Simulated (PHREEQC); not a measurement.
Solution (25 °C): 0.24 mol/kgw ZnCl2, 0.16 mol/kgw NiCl2, 0.0049 mol/kgw HCl and 0.041 mol/kgw KI. Closed to the air; pH follows from the charge balance.

Model: ion-association model, wateq4f.dat, run in PHREEQC.

Each row changes one thing in this solution. No solid was allowed to form.

| case | pH | ionic strength (mol/kgw) | Cl- (mol/kgw) | Zn+2 (mol/kgw) | ZnCl+ (mol/kgw) | ZnCl2 (mol/kgw) | SI of Zincite(c) (ZnO) |
|---|---|---|---|---|---|---|---|
| as made | 2.44 | 0.905 | 0.587 | 0.163 | 0.0541 | 0.00995 | -7.74 |
| diluted 5-fold with water | 3.11 | 0.229 | 0.150 | 0.0422 | 0.00531 | 0.000393 | -6.80 |
| KI from 0.041 to 0.205 mol/kgw | 2.44 | 1.07 | 0.588 | 0.166 | 0.0528 | 0.00906 | -7.75 |
| temperature from 25 to 60 °C | 2.44 | 0.791 | 0.504 | 0.0949 | 0.102 | 0.0181 | -6.30 |
| diluted 100-fold with water | 4.35 | 0.0123 | 0.00799 | 0.00237 | 3.31e-5 | 2.20e-7 | -5.25 |
| NiCl2 replaced by RbCl at the same molality | 2.43 | 0.763 | 0.537 | 0.167 | 0.0530 | 0.00955 | -7.71 |

The ionic strength passes 0.7 mol/kgw, the rough limit of the ion-association models, in as made; KI from 0.041 to 0.205 mol/kgw; temperature from 25 to 60 °C; NiCl2 replaced by RbCl at the same molality. Constants without temperature data keep their 25 °C values here.
